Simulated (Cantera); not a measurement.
An isothermal, constant-pressure homogeneous reactor starts with NO : N2 = 1 : 0.58 (molar parts), at 1723 K and 0.132 atm.

Model: GRI-Mech 3.0 (53 species, 325 reactions), integrated in Cantera.

### Question
Predict: x(NO) at 10.0 s; x(N2) at 10.0 s; x(NO2) at 10.0 s; x(N2O) at 10.0 s; x(O) at 10.0 s; x(O2) at 10.0 s.

### Answer
```
Property                                            Result
----------------  ----------------------------------------
x(NO) at 10.0 s      0.521 (gas-phase equilibrium 0.00362)
x(N2) at 10.0 s        0.423 (gas-phase equilibrium 0.682)
x(NO2) at 10.0 s  0.000292 (gas-phase equilibrium 4.79e-6)
x(N2O) at 10.0 s   9.71e-5 (gas-phase equilibrium 7.15e-8)
x(O) at 10.0 s     4.00e-5 (gas-phase equilibrium 8.79e-5)
x(O2) at 10.0 s       0.0556 (gas-phase equilibrium 0.315)
```
